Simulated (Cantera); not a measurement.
Mixture: CH3OH : O2 : N2 = 1 : 1.5 : 5.64 (molar parts), equivalence ratio 1.0, at 3.80 bar, adiabatic and at constant pressure. Ignition delay is the time to a rise of 400 K.

Computed with Cantera and GRI-Mech 3.0 (53 species, 325 reactions). GRI-Mech 3.0 was tuned for natural gas; its chemistry of methanol as a main component is partial and can be far from experiment.

Q: What does this change do: pressure from 3.80 bar to 1.01 bar?

A: 
```json
[
 {"quantity": "delay at 1250 K", "before": "1.39 ms", "after": "4.32 ms"},
 {"quantity": "delay at 1400 K", "before": "0.192 ms", "after": "0.613 ms"},
 {"quantity": "delay at 1550 K", "before": "43.4 µs", "after": "0.142 ms"},
 {"quantity": "delay at 1700 K", "before": "13.9 µs", "after": "46.5 µs"},
 {"quantity": "apparent activation energy between 1625 and 1775 K", "before": "160 kJ/mol", "after": "160 kJ/mol"}
]
```

Q: What does this change do: CH3OH 1 to 0.78 parts?

A: 
| quantity | before | after |
|---|---|---|
| delay at 1250 K | 1.39 ms | 1.48 ms |
| delay at 1400 K | 0.192 ms | 0.207 ms |
| delay at 1550 K | 43.4 µs | 47.8 µs |
| delay at 1700 K | 13.9 µs | 15.6 µs |
| apparent activation energy between 1625 and 1775 K | 160 kJ/mol | 160 kJ/mol |
